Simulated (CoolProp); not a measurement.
Vapour-liquid equilibrium of methanol (1) + toluene (2) at 123.95 °C; x and y are mole fractions of (1).

Computed with CoolProp (multi-fluid Helmholtz-energy mixture model, de Reuck 1993 and Lemmon 2006; pair parameters Bell 2016).

### Question
Give the bubble pressure and the first vapour's composition at x = 0.05, 0.35, 0.95. Is there an azeotrope?

### Answer
x = 0.05: 0.2783 MPa, y = 0.471; x = 0.35: 0.5547 MPa, y = 0.753; x = 0.95: 0.7051 MPa, y = 0.963. No azeotrope shows between x = 0.05 and 0.95.

The pair parameters rest on a limited set of measurements; away from them the model extrapolates. With so large a gap from Raoult's law the liquid may split in two, which this calculation doesn't test in full.
